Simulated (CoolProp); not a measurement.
Hexamethyldisiloxane (MM) along the isobar 16 bar: fugacity coefficient from the reference equation and from simpler models built on Tc = 518.7 K, pc = 19.31 bar, ω = 0.418; each cubic takes its own stable root.

The numbers come from the reference Helmholtz-energy equation of state, Thol 2016 in CoolProp.

```
T (K)   phase  reference
-----  ------  ---------
327.4  liquid    0.01455
356.7  liquid    0.04068
386    liquid    0.09245
415.2  liquid     0.1787
444.5  liquid     0.3051
473.7  liquid     0.4691
503    liquid     0.6597
532.2     gas     0.7409
561.5     gas     0.7883
590.7     gas     0.8252
620       gas     0.8551
```

### Question
How far does each simpler model (van der Waals, Redlich-Kwong, Soave-Redlich-Kwong, Peng-Robinson) lie from the reference over these 11 states: mean and median of the absolute difference, and the worst?

### Answer
- van der Waals: mean 172.1 %, median 36.0 %, worst +939.9 % at 327.4 K and 16 bar
- Redlich-Kwong: mean 50.2 %, median 17.9 %, worst +213.3 % at 327.4 K and 16 bar
- Soave-Redlich-Kwong: mean 2.2 %, median 1.7 %, worst +3.8 % at 473.7 K and 16 bar
- Peng-Robinson: mean 0.6 %, median 0.5 %, worst -1.2 % at 532.2 K and 16 bar

At some of these states van der Waals, Redlich-Kwong gives the other phase, because its saturation line lies elsewhere.
